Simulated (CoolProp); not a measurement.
Properties of nitrous oxide along the isotherm 115.85 °C (Tc = 36.4 °C, pc = 7.245 MPa, ω = 0.161).

Computed with CoolProp (reference Helmholtz-energy equation of state, Lemmon 2006). It is a short technical equation, of lower accuracy than the large ones.

```
p (MPa)          phase  Joule-Thomson coefficient (K/MPa)  expansivity (1/kK)  fugacity coefficient
-------  -------------  ---------------------------------  ------------------  --------------------
3.62               gas                              5.871               3.449                0.9211
7.24               gas                              5.615               4.741                0.8470
10.9     supercritical                              5.063               6.593                0.7772
14.5     supercritical                              4.148               8.515                0.7146
18.1     supercritical                              3.063               9.177                0.6602
21.7     supercritical                              2.152               8.299                0.6155
25.4     supercritical                              1.506               6.981                0.5791
29       supercritical                              1.090               5.909                0.5517
32.6     supercritical                             0.8056               5.104                0.5305
36.2     supercritical                             0.6035               4.503                0.5141
```
